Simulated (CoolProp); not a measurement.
A simple Rankine cycle with R113: condensing at 318.15 K, boiler at 0.645 MPa, turbine inlet 499 K, turbine efficiency 0.6, pump efficiency 0.6, no recuperator. Each further row changes one setting.

The numbers come from the reference Helmholtz-energy equation of state, Marx 1992 in CoolProp.

```csv
case,thermal efficiency (%),net work (kJ/kg),heat in (kJ/kg),turbine exit temperature (K),volume ratio over the turbine
as stated,8.3,22.9,276,464.6,6.81
condensing temperature 310.15 K,9.2,26.1,284,460.2,8.93
boiler pressure 0.451 MPa,6.9,19.2,278,471.4,4.74
turbine efficiency 0.5,6.9,19.0,276,469.5,6.89
```
